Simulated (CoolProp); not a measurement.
Vapour-liquid equilibrium of R22 (1) + dimethyl ether (2) at 353 kPa; x and y are mole fractions of (1).

Values from CoolProp's multi-fluid Helmholtz-energy mixture model, Kamei 1995 and Wu 2011; pair parameters Bell 2016.

**Question.** Give the bubble temperature and the first vapour's composition at x = 0.35, 0.425, 0.5. Is there an azeotrope?

**Answer.** x = 0.35: 282.2 K, y = 0.386; x = 0.425: 281.4 K, y = 0.496; x = 0.5: 280.0 K, y = 0.606. y crosses x between x = 0.2 and 0.275: the model has an azeotrope there.

Pair parameters are fitted to limited data, so mixtures are less certain than the pure fluids.
